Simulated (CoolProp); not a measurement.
Vapour-liquid equilibrium of ethane (1) + n-perfluorobutane (2) at 266.3 K; x and y are mole fractions of (1).

Values from CoolProp's multi-fluid Helmholtz-energy mixture model, Bücker 2006 and Gao 2022; pair parameters Bell 2016.

Task: Give the bubble pressure and the first vapour's composition at x = 0.35, 0.75, 0.85. Is there an azeotrope?

Result: x = 0.35: 9.962 bar, y = 0.917; x = 0.75: 15.48 bar, y = 0.959; x = 0.85: 17.07 bar, y = 0.972. No azeotrope shows between x = 0.05 and 0.95.

The pair parameters rest on a limited set of measurements; away from them the model extrapolates. The gap from Raoult's law changes sign with composition, which may be real or a fault of the pair parameters; it wasn't checked against measurements.
